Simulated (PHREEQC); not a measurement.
Buffer: an equilibrium model

Make-up at 20 °C: 82 mmol/kgw H3PO4 and 0.24 mmol/kgw NaOH. Closed to the air; pH follows from the charge balance.

The numbers come from PHREEQC with the ion-association model, wateq4f.dat.

This is a speciation only: nothing precipitates in the calculation.

Q: Predict the pH, ionic strength.

A: pH 1.69; ionic strength 0.0236 mol/kgw.

Q: In which forms is P present?

A: H3PO4 71 %, H2PO4- 29 % of the P.

H3PO4, which wateq4f.dat lacks, is added to it with the constant of phreeqc.dat.
